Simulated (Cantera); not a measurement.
Standard-state values (1 bar) from the NASA 1993 polynomials, evaluated with Cantera. Values are per mole of reaction as written; species without (g) are pure solids or liquids, kept so even where they would boil at 1 bar. TaC: taken at fixed stoichiometry.

Problem. Between 2075 and 2675 K, where is each reaction favourable under standard conditions?
- TaC ⇌ Ta + C

Solution. 
- TaC ⇌ Ta + C: ΔG° is 140 kJ at 2075 K and 141 kJ at 2675 K; it stays positive (K < 1). ΔH° is 138 kJ and ΔS° -1 J/K at 2675 K.
